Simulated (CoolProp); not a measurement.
Vapour-liquid equilibrium of CH2F2 (R32) (1) + R227EA (2) at 0.117 MPa; x and y are mole fractions of (1).

Values from CoolProp's multi-fluid Helmholtz-energy mixture model, Tillner-Roth 1997 and Lemmon 2016; pair parameters Bell 2016.

**Question.** Give the bubble temperature and the first vapour's composition at x = 0.35, 0.5, 0.95. Is there an azeotrope?

**Answer.** x = 0.35: 236.9 K, y = 0.766; x = 0.5: 232.3 K, y = 0.849; x = 0.95: 225.0 K, y = 0.983. No azeotrope shows between x = 0.05 and 0.95.

The pair parameters rest on a limited set of measurements; away from them the model extrapolates.
